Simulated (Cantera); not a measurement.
A perfectly stirred reactor is fed with 77.2 % N2O, 0.386 % H2, 22.4 % N2, at 1.00 atm; it is held at 1148 K, and followed from long to short residence time.

Model: GRI-Mech 3.0 (53 species, 325 reactions), integrated in Cantera. GRI-Mech 3.0 was tuned for natural gas; its chemistry of N2O as a main component is partial and can be far from experiment. The mechanism lacks the step 2 NO + O2 → 2 NO2, which can matter for NO2 below about 1400 K. The temperature is held fixed by assumption; the heat of reaction is taken as removed at once.

x: mole fraction; the columns are a selection and need not sum to one.

| τ (s) | x N2O | x H2 | x HO2 | x H2O2 | x OH |
|---|---|---|---|---|---|
| 1.0 | 0.601 | 4.04e-5 | 4.70e-8 | 4.81e-9 | 4.04e-6 |
| 0.49 | 0.674 | 7.49e-5 | 8.73e-8 | 6.03e-9 | 4.53e-6 |
| 0.24 | 0.718 | 0.000137 | 1.70e-7 | 7.71e-9 | 5.08e-6 |
| 0.12 | 0.742 | 0.000241 | 3.25e-7 | 1.03e-8 | 5.66e-6 |
| 0.057 | 0.756 | 0.000438 | 6.33e-7 | 1.55e-8 | 6.26e-6 |
| 0.028 | 0.763 | ? | ? | ? | 6.71e-6 |
| 0.014 | 0.766 | 0.00123 | 1.81e-6 | 4.99e-8 | 6.98e-6 |
| 0.0066 | 0.769 | ? | ? | ? | 7.08e-6 |
| 0.0032 | 0.770 | 0.00260 | 2.98e-6 | 1.06e-7 | 6.95e-6 |
| 0.0016 | 0.771 | 0.00315 | 2.94e-6 | 9.42e-8 | 6.45e-6 |

Task: What belongs in the gaps?

Result: 
- 0.028, x H2: 0.000757
- 0.028, x HO2: 1.13e-6
- 0.028, x H2O2: 2.69e-8
- 0.0066, x H2: 0.00191
- 0.0066, x HO2: 2.56e-6
- 0.0066, x H2O2: 8.50e-8
